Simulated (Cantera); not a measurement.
A closed system holds: 1 mol FeS, 3 mol H2, 0.062 mol H2O, held at 57.0 Pa.

Equilibrium computed with Cantera from the NASA thermochemical tables; the gas is ideal and each condensed phase is pure. Candidate condensed phases: Fe, FeO, Fe(OH)2, Fe(OH)3, FeS, FeSO4, FeS2, Fe2O3, Fe2(SO4)3, Fe3O4, H2O, H2SO4, S; 22 gas species. Kinetics and transport are ignored.

### Question
At 1727 °C, list the 7 most abundant gas species with their mole fractions, and the condensed phases.

### Answer
H2 0.595, Fe 0.209, S2 0.0758, H 0.0526, S 0.0367, SH 0.0152, H2O 0.00929. Condensed: gas only.
